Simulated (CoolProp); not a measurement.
Properties of tetradecamethylhexasiloxane (MD4M) along the isobar 1.22 MPa (Tc = 380.0 °C, pc = 0.8286 MPa, ω = 0.800).

Model: reference Helmholtz-energy equation of state, Thol 2019, in CoolProp.

```tsv
T (°C)	phase	Z	isothermal compressibility (1/MPa)	expansivity (1/kK)	fugacity coefficient
-10.65	liquid	0.2781	0.001123	1.048	[?]
2.55	liquid	0.2685	0.001233	1.058	5.186e-8
15.85	liquid	0.2598	0.001355	1.069	2.714e-7
29.05	liquid	0.2520	0.001490	1.081	1.166e-6
42.25	liquid	0.2450	[?]	1.096	4.280e-6
55.55	liquid	0.2385	0.001810	1.113	[?]
68.75	liquid	0.2328	0.001999	1.132	3.920e-5
81.95	liquid	0.2275	[?]	1.153	0.0001003
95.25	liquid	0.2227	0.002453	1.177	0.0002356
108.45	liquid	0.2184	[?]	1.203	0.0005071
121.65	liquid	0.2145	0.003037	1.233	0.001016
134.95	liquid	0.2110	0.003397	1.266	0.001920
148.15	liquid	0.2079	0.003810	[?]	[?]
```

Problem. Fill in the missing entries.

Solution. 
- -10.65, fugacity coefficient: 8.086e-9
- 42.25, isothermal compressibility (1/MPa): 0.001641
- 55.55, fugacity coefficient: 1.381e-5
- 81.95, isothermal compressibility (1/MPa): 0.002211
- 108.45, isothermal compressibility (1/MPa): 0.002726
- 148.15, expansivity (1/kK): 1.303
- 148.15, fugacity coefficient: 0.003411
